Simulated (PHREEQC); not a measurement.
PHREEQC input (ion-association model, phreeqc.dat):

```
SOLUTION 1
  temp 20
  units mol/kgw
  pH 7 charge
  P 0.035
  B 6.8e-05
  Na 3.4e-05
SOLUTION 2
  temp 20
  units mol/kgw
  pH 7 charge
  C(4) 0.0011032
  K 0.00248
  S(6) 0.00014
END
SELECTED_OUTPUT 1
  -reset false
  -pH true
  -pe true
  -ionic_strength true
  -water true
  -totals B C K Na P S C(-4) C(4) S(-2) S(6)
  -molalities H+ Na+ K+ CO3-2 SO4-2 H3BO3 PO4-3 OH- O2 HCO3-
    CO2 (CO2)2 HSO4- S-2 HS- H2S H2BO3- HPO4-2 H2PO4- H3PO4
    NaOH NaCO3- NaHCO3 NaSO4- NaHPO4- KSO4- KHPO4-
PRINT
  -reset false
MIX 1
  1 1
  2 0
EQUILIBRIUM_PHASES 1
  O2(g) -0.68 10
END
# ... the last block is repeated for the other 20 points of share of solution B
```

Selected output (columns that matter, 20 of 21 rows; share of solution B added in front):

```
share of solution B	pH	mu	B	C	K	Na	P	S	m_H+	m_Na+	m_K+	m_CO3-2	m_SO4-2	m_H3BO3
0	1.9051	0.013808	6.8e-05	0	0	3.4e-05	0.035	0	0.013774	3.4e-05	0	0	0	6.8e-05
0.05	1.9212	0.013418	6.46e-05	5.516e-05	0.000124	3.23e-05	0.03325	7e-06	0.013258	3.23e-05	0.000124	1.0521e-17	4.0062e-06	6.46e-05
0.1	1.9384	0.013017	6.12e-05	0.00011032	0.000248	3.06e-05	0.0315	1.4e-05	0.01273	3.0599e-05	0.00024799	2.2641e-17	8.1301e-06	6.12e-05
0.15	1.9566	0.012604	5.78e-05	0.00016548	0.000372	2.89e-05	0.02975	2.1e-05	0.012191	2.8899e-05	0.00037198	3.6726e-17	1.2383e-05	5.78e-05
0.2	1.9762	0.012179	5.44e-05	0.00022064	0.000496	2.72e-05	0.028	2.8e-05	0.011639	2.7198e-05	0.00049596	5.3252e-17	1.6777e-05	5.44e-05
0.25	1.9973	0.01174	5.1e-05	0.0002758	0.00062	2.55e-05	0.02625	3.5e-05	0.011073	2.5498e-05	0.00061994	7.2861e-17	2.1327e-05	5.1e-05
0.3	2.0201	0.011286	4.76e-05	0.00033096	0.00074399	2.38e-05	0.0245	4.2e-05	0.010492	2.3798e-05	0.00074391	9.6427e-17	2.605e-05	4.76e-05
0.35	2.0449	0.010815	4.42e-05	0.00038612	0.00086799	2.21e-05	0.02275	4.9e-05	0.0098941	2.2098e-05	0.00086788	1.2517e-16	3.0968e-05	4.42e-05
0.4	2.0721	0.010326	4.08e-05	0.00044128	0.00099199	2.04e-05	0.021	5.5999e-05	0.009278	2.0397e-05	0.00099184	1.6087e-16	3.6106e-05	4.08e-05
0.45	2.1022	0.0098172	3.74e-05	0.00049643	0.001116	1.87e-05	0.01925	6.2999e-05	0.0086411	1.8697e-05	0.0011158	2.0612e-16	4.1495e-05	3.74e-05
0.55	2.1741	0.0087262	3.06e-05	0.00060675	0.001364	1.53e-05	0.01575	7.6999e-05	0.007294	1.5297e-05	0.0013637	3.4399e-16	5.3193e-05	3.06e-05
0.6	2.2181	0.0081371	2.72e-05	0.00066191	0.001488	1.36e-05	0.014	8.3999e-05	0.0065762	1.3597e-05	0.0014876	4.5442e-16	5.9616e-05	2.72e-05
0.65	2.2698	0.0075121	2.38e-05	0.00071707	0.001612	1.19e-05	0.01225	9.0998e-05	0.005822	1.1897e-05	0.0016115	6.1712e-16	6.653e-05	2.38e-05
0.7	2.3326	0.006844	2.04e-05	0.00077223	0.001736	1.02e-05	0.0105	9.7998e-05	0.0050243	1.0197e-05	0.0017354	8.7481e-16	7.4057e-05	2.04e-05
0.75	2.4117	0.006123	1.7e-05	0.00082738	0.00186	8.4998e-06	0.0087498	0.000105	0.0041728	8.4974e-06	0.0018593	1.328e-15	8.2375e-05	1.7e-05
0.8	2.5182	0.0053344	1.36e-05	0.00088254	0.001984	6.7999e-06	0.0069999	0.000112	0.0032526	6.7976e-06	0.0019831	2.2689e-15	9.1758e-05	1.36e-05
0.85	2.6779	0.0044551	1.02e-05	0.0009377	0.002108	5.0999e-06	0.0052499	0.000119	0.0022402	5.098e-06	0.0021069	4.9144e-15	0.00010267	1.02e-05
0.9	2.9863	0.0034444	6.7998e-06	0.00099286	0.0022319	3.3999e-06	0.0034999	0.000126	0.0010941	3.3984e-06	0.0022307	2.0874e-14	0.00011602	6.7998e-06
0.95	5.8675	0.0025757	3.3999e-06	0.001048	0.002356	1.7e-06	0.00175	0.000133	1.4282e-06	1.6986e-06	0.002354	9.3502e-09	0.00013139	3.3985e-06
1	10.655	0.003384	0	0.0011032	0.00248	0	0	0.00014	2.3466e-11	0	0.0024783	0.00076749	0.00013828	0
```
